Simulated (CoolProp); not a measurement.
Dodecamethylcyclohexasiloxane (D6) at several states: fugacity coefficient from the reference equation and from simpler models built on Tc = 372.6 °C, pc = 961.4 kPa, ω = 0.736; each cubic takes its own stable root.

Values from CoolProp's reference Helmholtz-energy equation of state, Colonna 2008. It is a short technical equation, of lower accuracy than the large ones.

```tsv
T (°C)	p (kPa)	phase	reference	van der Waals	Redlich-Kwong	Soave-Redlich-Kwong
9.75	2740	liquid	…	0.009467	0.0001963	5.651e-7
170.85	4170	liquid	0.005926	…	0.03272	…
266.55	389	liquid	0.3733	…	0.6782	…
237.55	15.9	gas	0.9853	0.9915	0.9891	0.9863
```

Question: Fill in the missing entries.

Answer: 
- 9.75, reference: 4.281e-7
- 170.85, van der Waals: 0.09851
- 170.85, Soave-Redlich-Kwong: 0.006247
- 266.55, van der Waals: 0.8153
- 266.55, Soave-Redlich-Kwong: 0.3904

At some of these states van der Waals gives the other phase, because its saturation line lies elsewhere.
